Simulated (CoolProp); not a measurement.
Values from CoolProp's reference Helmholtz-energy equation of state, de Vries 1995.

Task: For R124, give the phase and the speed of sound (m/s) at 323.6 K and 1.01 bar.

Result: 
- 323.6 K and 1.01 bar: gas; speed of sound 144
